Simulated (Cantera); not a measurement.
Thermodynamics of boron, boron nitride and boron oxide, feed BCl₃ + O₂ + N₂ + NH₃

Charge: 1 mol BCl₃, 1.4 mol O₂, 14 mol N₂, 3.1 mol NH₃, equilibrated at 38.0 Pa.

Cantera equilibrium calculation (NASA polynomials, part measured and part estimated; ideal gas, pure solids and liquids). Candidate condensed phases: B, BN, B₂O₃, B₃O₃H₃, H₂O, NH₄Cl; 49 gas species. The tables' values for BOCl are old estimates; treat these amounts as uncertain. Kinetics and transport are ignored.

From 1675 K to 2275 K nothing is condensed. The main B-bearing gas is HBO₂ throughout.

```csv
T (K),x N₂,x HCl,x H,x H₂,x Cl,x HBO₂,x H₂O,x BO
1675,0.699,0.133,0.00172,0.0833,0.00214,0.0398,0.0387,5.27e-5
1750,0.698,0.130,0.00344,0.0832,0.00415,0.0390,0.0390,0.000134
1825,0.695,0.126,0.00651,0.0831,0.00754,0.0379,0.0392,0.000311
1900,0.691,0.120,0.0117,0.0828,0.0128,0.0365,0.0394,0.000671
1975,0.685,0.111,0.0201,0.0819,0.0204,0.0347,0.0393,0.00134
2050,0.676,0.0996,0.0329,0.0800,0.0303,0.0322,0.0386,0.00250
2125,0.662,0.0853,0.0516,0.0768,0.0421,0.0287,0.0368,0.00436
2200,0.645,0.0695,0.0774,0.0717,0.0545,0.0241,0.0330,0.00716
2275,0.622,0.0535,0.111,0.0646,0.0662,0.0182,0.0266,0.0111
```
x: gas mole fraction; nothing condenses.
